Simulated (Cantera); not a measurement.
Input: 1 mol SiH4, 0.32 mol CH4, 5.3 mol H2, at 0.100 bar.

Equilibrium computed with Cantera from the NASA thermochemical tables; the gas is ideal and each condensed phase is pure. Candidate condensed phases: C, C6H6, C7H8, C8H18, Si, SiC; 87 gas species. Mutual solubility and eutectic melting of coexisting phases are not modelled. Gases not in the tables: Si2H6 and higher silanes. Rates play no part.

x: gas mole fraction; n: condensed amount in mol.

| T (K) | x H2 | x H | x Si | x SiH | x SiH2 | x Si2C | x Si2 | n Si(s) | n SiC(s) | n Si(l) |
|---|---|---|---|---|---|---|---|---|---|---|
| 1250 | 1.000 | 1.53e-6 | 8.31e-11 | 2.90e-10 | 3.13e-8 | <1e-12 | <1e-12 | 0.680 | 0.320 | 0 |
| 1350 | 1.000 | [?] | [?] | [?] | [?] | <1e-12 | <1e-12 | 0.680 | 0.320 | 0 |
| 1450 | 1.000 | [?] | [?] | [?] | [?] | [?] | [?] | 0.680 | 0.320 | 0 |
| 1550 | 1.000 | 9.96e-5 | 3.32e-7 | 2.76e-7 | 2.79e-6 | 7.40e-10 | 6.00e-10 | 0.680 | 0.320 | 0 |
| 1650 | 1.000 | 0.000287 | 2.68e-6 | 1.55e-6 | 8.65e-6 | 1.18e-8 | 9.03e-9 | 0.680 | 0.320 | 0 |
| 1750 | 0.999 | 0.000735 | 1.50e-5 | 6.28e-6 | 2.08e-5 | 1.21e-7 | 7.76e-8 | 0 | 0.320 | 0.680 |
| 1850 | 0.998 | 0.00170 | 6.45e-5 | 2.02e-5 | 4.21e-5 | 8.87e-7 | 4.51e-7 | 0 | 0.320 | 0.679 |
| 1950 | 0.996 | 0.00362 | 0.000238 | 5.75e-5 | 7.90e-5 | 5.25e-6 | 2.18e-6 | 0 | 0.320 | 0.677 |
| 2050 | 0.992 | 0.00714 | 0.000773 | 0.000147 | 0.000139 | 2.60e-5 | 9.01e-6 | 0 | 0.320 | 0.671 |
| 2150 | 0.984 | 0.0132 | 0.00224 | 0.000344 | 0.000231 | 0.000110 | 3.25e-5 | 0 | 0.319 | 0.656 |

Question: Fill in the missing entries.

Answer: 
- 1450, x H: 2.99e-5
- 1450, x Si: 3.08e-8
- 1450, x SiH: 3.86e-8
- 1450, x SiH2: 7.69e-7
- 1450, x Si2C: 3.12e-11
- 1450, x Si2: 2.72e-11
- 1350, x H: 7.54e-6
- 1350, x Si: 1.99e-9
- 1350, x SiH: 4.02e-9
- 1350, x SiH2: 1.75e-7
